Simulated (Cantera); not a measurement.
Input: 1 mol C₆H₆, 0.017 mol NH₃, 0.36 mol N₂, at 798 K.

Equilibrium computed with Cantera from the NASA thermochemical tables; the gas is ideal and each condensed phase is pure. Candidate condensed phases: C, C₆H₆, C₇H₈, C₈H₁₈; 92 gas species. The ideal-gas law is rough above about 30 bar. The numbers say what is thermodynamically allowed, not how fast it happens.

x: gas mole fraction; n: condensed amount in mol.

```csv
P (Pa),x H₂,x CH₄,x N₂,x NH₃,x C₂H₆,x C₃H₈,n C(graphite)
10,0.891,0.000110,0.109,8.46e-8,<1e-12,<1e-12,6.00
46,0.891,0.000507,0.109,3.89e-7,5.62e-12,<1e-12,6.00
220,0.889,0.00241,0.109,1.86e-6,1.28e-10,<1e-12,5.99
1000,0.880,0.0107,0.110,8.34e-6,2.56e-9,<1e-12,5.96
4600,0.841,0.0452,0.113,3.65e-5,4.73e-8,<1e-12,5.85
22000,0.717,0.157,0.126,0.000144,6.71e-7,1.55e-11,5.54
100000,___,___,___,___,___,___,5.12
460000,___,___,___,___,___,___,4.81
2200000,0.148,0.670,0.181,0.00162,5.90e-5,2.82e-8,4.64
10000000,0.0728,0.737,0.188,0.00260,0.000145,1.55e-7,4.56
```

Fill in the missing entries.


- 100000, x H₂: 0.502
- 100000, x CH₄: 0.351
- 100000, x N₂: 0.146
- 100000, x NH₃: 0.000416
- 100000, x C₂H₆: 4.77e-6
- 100000, x C₃H₈: 3.51e-10
- 460000, x H₂: 0.291
- 460000, x CH₄: 0.541
- 460000, x N₂: 0.167
- 460000, x NH₃: 0.000900
- 460000, x C₂H₆: 1.96e-5
- 460000, x C₃H₈: 3.85e-9
